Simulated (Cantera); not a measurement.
## Low-pressure radical oxidation in H2/O2

An isothermal, constant-pressure homogeneous reactor starts with H2 : O2 = 0.0067 : 1 (molar parts), equivalence ratio 0.0034, at 1050 K and 0.0132 atm.

Detailed kinetics in Cantera: the H2/O2 subset of GRI-Mech 3.0, which has no nitrogen chemistry. Radical loss at walls, strong at low pressure, is not modelled.

| t (s) | x H2 | x O2 | x H2O2 | x O | x OH | x H2O |
|---|---|---|---|---|---|---|
| 1.00e-5 | 0.00666 | 0.993 | <1e-12 | <1e-12 | <1e-12 | <1e-12 |
| 4.06e-5 | 0.00666 | 0.993 | <1e-12 | 1.81e-12 | 1.79e-12 | <1e-12 |
| 0.000165 | 0.00666 | 0.993 | <1e-12 | 2.10e-11 | 1.98e-11 | 1.92e-12 |
| 0.000669 | 0.00666 | 0.993 | <1e-12 | 1.76e-10 | 1.41e-10 | 6.17e-11 |
| 0.00272 | 0.00666 | 0.993 | <1e-12 | 2.47e-9 | 1.52e-9 | 2.14e-9 |
| 0.0110 | 0.00665 | 0.993 | 6.05e-12 | 2.43e-6 | 1.41e-6 | 2.70e-6 |
| 0.0448 | 2.84e-5 | 0.989 | 1.55e-8 | 0.00433 | 0.000306 | 0.00637 |
| 0.182 | 8.18e-6 | 0.991 | 1.26e-8 | 0.00180 | 0.000180 | 0.00654 |
| 0.739 | 1.29e-6 | 0.993 | 1.01e-8 | 0.000292 | 7.28e-5 | 0.00664 |
| 3.00 | 1.11e-7 | 0.993 | 4.68e-9 | 2.67e-5 | 2.21e-5 | 0.00667 |
x: mole fraction; the columns are a selection and need not sum to one.

Equilibrium at this temperature and pressure: H2 2.11e-11, O2 0.993, H2O2 3.98e-12, O 5.81e-9, OH 3.28e-7, H2O 0.00668 (gas phase only).
